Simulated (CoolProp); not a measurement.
A simple Rankine cycle with R113: condensing at 325.15 K, boiler at 2.02 MPa, turbine inlet 468 K, turbine efficiency 0.9, pump efficiency 0.8, no recuperator. Each further row changes one setting.

Computed with CoolProp (reference Helmholtz-energy equation of state, Marx 1992).

```
case                             thermal efficiency (%)  net work (kJ/kg)  heat in (kJ/kg)  turbine exit temperature (K)  volume ratio over the turbine
-------------------------------  ----------------------  ----------------  ---------------  ----------------------------  -----------------------------
as stated                                           ___               ___              227                         386.0                           19.7
turbine inlet 488 K                                17.8              43.8              246                         407.5                           18.6
condensing temperature 317.15 K                    19.0              44.5              235                         380.3                           25.4
boiler pressure 1.41 MPa                           16.2              38.2              236                           ___                            ___
turbine efficiency 0.8                             15.8               ___              227                         392.4                           20.1
```

**Question.** Fill in the missing entries.

**Answer.** 
- as stated, thermal efficiency (%): 17.9
- as stated, net work (kJ/kg): 40.6
- boiler pressure 1.41 MPa, turbine exit temperature (K): 401.3
- boiler pressure 1.41 MPa, volume ratio over the turbine: 12.4
- turbine efficiency 0.8, net work (kJ/kg): 36.0
